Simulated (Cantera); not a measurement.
Thermodynamics of fluorocarbon and chlorocarbon gases, feed CF4 + Si

Charge: 1 mol CF4, 0.17 mol Si, at 2175 K and 6.60 Pa.

Cantera equilibrium calculation (NASA polynomials, part measured and part estimated; ideal gas, pure solids and liquids). Candidate condensed phases: C, Si, SiC; 23 gas species. The tables' values for SiF3 are old estimates; treat these amounts as uncertain. The numbers say what is thermodynamically allowed, not how fast it happens.

| Quantity | Value |
|---|---|
| x(F) | 0.863 |
| x(CF2) | 0.0754 |
| x(SiF4) | 0.0519 |
| x(CF) | 0.00883 |
| x(SiF3) | 0.000532 |
| x(CF4) | 0.000212 |
| x(CF3) | 0.000167 |
| x(C3) | 2.19e-5 |
| x(C) | 1.48e-5 |
| n(C(graphite)) | 0.725 mol |
| gas amount | 3.244 mol |
| log10 activity of Si(l) (absent) | -14.04 |
